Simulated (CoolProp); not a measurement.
R236EA along the isobar 3.97 MPa: Z from the reference equation and from simpler models built on Tc = 139.3 °C, pc = 3.414 MPa, ω = 0.368; each cubic takes its own stable root.

Model: reference Helmholtz-energy equation of state, Rui 2013, in CoolProp.

| T (°C) | phase | reference | Redlich-Kwong | Soave-Redlich-Kwong |
|---|---|---|---|---|
| 7.05 | liquid | 0.1734 | 0.1983 | 0.1889 |
| 23.55 | liquid | 0.1693 | 0.1943 | 0.1846 |
| 40.05 | liquid | 0.1662 | 0.1919 | 0.1818 |
| 56.45 | liquid | 0.1644 | 0.1912 | 0.1808 |
| 72.95 | liquid | 0.1638 | 0.1925 | 0.1818 |
| 89.45 | liquid | 0.1649 | 0.1963 | 0.1856 |
| 105.95 | liquid | 0.1686 | 0.2041 | 0.1938 |
| 122.35 | liquid | 0.1772 | 0.2190 | 0.2102 |
| 138.85 | liquid | 0.2025 | 0.2541 | 0.2536 |
